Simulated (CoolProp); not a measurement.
C2F6 (R116) along the isobar 14.2 MPa: density (kg/m³) from the reference equation and from simpler models built on Tc = 293.0 K, pc = 3.048 MPa, ω = 0.257; each cubic takes its own stable root.

Values from CoolProp's reference Helmholtz-energy equation of state, Lemmon 2006. It is a short technical equation, of lower accuracy than the large ones.

| T (K) | phase | reference | van der Waals | Peng-Robinson |
|---|---|---|---|---|
| 233.5 | liquid | 1515 | 1051 | 1654 |
| 248.5 | liquid | 1454 | 1025 | 1584 |
| 263.5 | liquid | 1389 | 998.4 | 1508 |
| 278.6 | liquid | 1322 | 970.9 | 1425 |
| 293.6 | supercritical | 1251 | 942.8 | 1337 |
| 308.6 | supercritical | 1177 | 914.0 | 1245 |
| 323.6 | supercritical | 1101 | 884.4 | 1150 |
| 338.7 | supercritical | 1023 | 854.1 | 1056 |
| 353.7 | supercritical | 945.4 | 823.4 | 965.6 |
| 368.7 | supercritical | 871.3 | 792.3 | 882.8 |
| 383.7 | supercritical | 802.4 | 761.1 | 809.1 |
| 398.8 | supercritical | 739.8 | 729.7 | 744.6 |
